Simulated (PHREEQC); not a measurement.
A solution holds 28 mmol/kgw K2CO3 and 75 mmol/kgw Fe(NO3)3, at 25 °C. Closed to the air; pH follows from the charge balance.

Model: ion-association model, phreeqc.dat, run in PHREEQC.

Each row changes one thing in this solution. Precipitation was switched off in this run.

| case | pH | ionic strength (mol/kgw) | Fe+3 (mol/kgw) | Fe2(OH)2+4 (mol/kgw) | FeOH+2 (mol/kgw) | Fe3(OH)4+5 (mol/kgw) | SI of Fe(OH)3(a) (Fe(OH)3) | SI of Goethite (FeOOH) |
|---|---|---|---|---|---|---|---|---|
| as made | 2.25 | 0.438 | 0.0179 | 0.0151 | 0.00857 | 0.00603 | -0.91 | +4.98 |
| Fe(NO3)3 from 0.075 to 0.0825 mol/kgw | 2.17 | 0.481 | 0.0235 | 0.0163 | 0.00935 | 0.00562 | -1.05 | +4.84 |
| K2CO3 left out | 1.69 | 0.438 | 0.0492 | 0.00858 | 0.00645 | 0.000708 | -2.16 | +3.73 |
| K2CO3 replaced by KOH at the same molality | 1.94 | 0.436 | 0.0343 | 0.0129 | 0.00791 | 0.00230 | -1.58 | +4.31 |

Some of these states are supersaturated (in Hematite (slow to form), Goethite (slow to form), for instance).
